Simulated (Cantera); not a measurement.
Input (Python, Cantera):

```python
import numpy as np
import cantera as ct

gas = ct.Solution("gri30.yaml")
gas.TPX = 375, 450000, {'CH4': 1, 'O2': 2.3, 'N2': 8.64}
inlet = ct.Reservoir(gas, clone=True)
gas.equilibrate("HP")  # start burning
reactor = ct.IdealGasConstPressureReactor(gas, energy="on", clone=False)
exhaust = ct.Reservoir(gas, clone=True)
tau = [0.12, 0.043, 0.016, 0.006, 0.0022, 0.00083, 0.00031, 0.00011, 4.3e-05][0]
for a, b in ((inlet, reactor), (reactor, exhaust)):
    ct.MassFlowController(a, b, mdot=lambda t: reactor.mass / tau)
net = ct.ReactorNet([reactor])
show = ['CH4', 'O2', 'HO2', 'H', 'CH2O']

rows = []
print(f"{'tau/s':>10s}{'T/K':>9s}" + "".join(f"{s:>11s}" for s in show))
for tau in [0.12, 0.043, 0.016, 0.006, 0.0022, 0.00083, 0.00031, 0.00011, 4.3e-05]:
    net.initial_time = 0.0
    net.advance(30 * tau)
    before = gas.X
    net.advance(40 * tau)
    drift = np.max(np.abs(gas.X - before) / (gas.X + 1e-9))
    rows.append([gas.T, *gas[show].X, drift])
    print(f"{tau:10.3e}{gas.T:9.1f}" + "".join(f"{x:11.3e}" for x in gas[show].X))
```

Output:

```
     tau/s      T/K        CH4         O2        HO2          H       CH2O
 1.200e-01   2159.2  1.319e-06  2.466e-02  1.996e-06  4.880e-05  2.000e-07
 4.300e-02   2158.6  3.473e-06  2.504e-02  2.124e-06  5.621e-05  5.339e-07
 1.600e-02   2154.9  8.375e-06  2.538e-02  2.395e-06  7.453e-05  1.311e-06
 6.000e-03   2145.8  1.855e-05  2.586e-02  3.026e-06  1.203e-04  2.969e-06
 2.200e-03   2127.8  3.893e-05  2.672e-02  4.483e-06  2.332e-04  6.326e-06
 8.300e-04   2098.1  7.791e-05  2.817e-02  7.422e-06  4.744e-04  1.253e-05
 3.100e-04   2051.9  1.610e-04  3.057e-02  1.320e-05  9.482e-04  2.465e-05
 1.100e-04   1979.6  3.813e-04  3.476e-02  2.524e-05  1.758e-03  5.267e-05
 4.300e-05   1871.5  1.133e-03  4.285e-02  5.243e-05  2.350e-03  1.308e-04
```

Model: GRI-Mech 3.0 (53 species, 325 reactions), integrated in Cantera.
